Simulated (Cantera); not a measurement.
A closed system holds: 1 mol TiC, 0.021 mol H2, held at 2325 °C and 1.00 bar.

Cantera equilibrium calculation (NASA polynomials, part measured and part estimated; ideal gas, pure solids and liquids). Candidate condensed phases: C, C6H6, C7H8, C8H18, Ti, TiC; 77 gas species. TiC: taken at fixed stoichiometry. Kinetics and transport are ignored.

Base state: H2 0.962, H 0.0374, Ti 0.000101, C2H2 (acetylene) 4.48e-5 (mole fractions); condensed: TiC(s).

### Question
What changes in the equilibrium state with this change: temperature from 2325 °C to 1250 °C?

### Answer
```json
[
 {"species": "H2", "before": "0.962", "after": "1.000"},
 {"species": "H", "before": "0.0374", "after": "2.31e-5"},
 {"species": "Ti", "before": "0.000101", "after": "1.88e-9"},
 {"species": "C2H2 (acetylene)", "before": "4.48e-5", "after": "<1e-9"},
 {"species": "TiC(s), mol", "before": "1.000", "after": "1.00"}
]
```
